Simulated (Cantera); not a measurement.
Feed: 1 mol AlCl3, 0.95 mol HCl, 50 mol N2, 5.9 mol O2, held at 1848 K and 11000 Pa.

Equilibrium computed with Cantera from the NASA thermochemical tables; the gas is ideal and each condensed phase is pure. Candidate condensed phases: Al, AlCl3, AlN, Al2O3, H2O, NH4Cl; 45 gas species. Equilibrium is a limit: real reactors are often held back by kinetics, nucleation or transport.

Base state: N2 0.846, O2 0.0854, Cl 0.0479, HCl 0.0157, NO 0.00322, Cl2 0.00163, H2O 0.000184, O 0.000167 (mole fractions); condensed: Al2O3(s).

Problem. What changes in the equilibrium state with this change: temperature from 1848 K to 1150 K?

Solution. 
```tsv
species	before	after
N2	0.846	0.867
O2	0.0854	0.0892
Cl2	0.00163	0.0255
Cl	0.0479	0.00132
HCl	0.0157	0.0162
AlCl3	1.12e-5	4.49e-8
O	0.000167	7.49e-9
OH	5.44e-5	7.63e-8
NO	0.00322	8.98e-5
ClO	7.92e-5	5.69e-6
Al2O3(s), mol	0.500	0.500
```
